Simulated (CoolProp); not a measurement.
Cyclohexane at 551.99 K and 1.89 MPa is throttled through a valve to 0.698 MPa with no heat exchange. Each further row changes one setting.

Values from CoolProp's reference Helmholtz-energy equation of state, Zhou 2014.

```tsv
case	temperature change (K)	final density (kg/m³)
as stated	-8.8	13.9
outlet pressure 0.209 MPa	-12.1	3.99
outlet pressure 0.907 MPa	-7.4	18.4
```
